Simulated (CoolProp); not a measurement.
Vapour-liquid equilibrium of CH2F2 (R32) (1) + R134a (2) at 8.51 bar; x and y are mole fractions of (1).

Values from CoolProp's multi-fluid Helmholtz-energy mixture model, Tillner-Roth 1997 and Tillner-Roth 1994; pair parameters Lemmon 2004.

| x | bubble temperature (K) | y at the bubble point | dew temperature at overall composition x (K) | liquid density (mol/L) |
|---|---|---|---|---|
| 0.05 | 304.3 | 0.100 | 305.5 | 11.80 |
| 0.15 | 299.8 | 0.273 | 303.0 | 12.42 |
| 0.25 | 295.8 | 0.417 | 300.4 | 13.08 |
| 0.35 | 292.2 | 0.538 | 297.7 | 13.77 |
| 0.45 | 288.9 | 0.640 | 294.9 | 14.52 |
| 0.55 | 285.9 | 0.728 | 291.8 | 15.34 |
| 0.65 | 283.0 | 0.803 | 288.6 | 16.23 |
| 0.75 | 280.4 | 0.869 | 285.1 | 17.21 |
| 0.85 | 278.0 | 0.927 | 281.2 | 18.30 |
| 0.95 | 275.7 | 0.977 | 276.9 | 19.52 |

No azeotrope shows between x = 0.05 and 0.95.

The pair parameters rest on a limited set of measurements; away from them the model extrapolates.
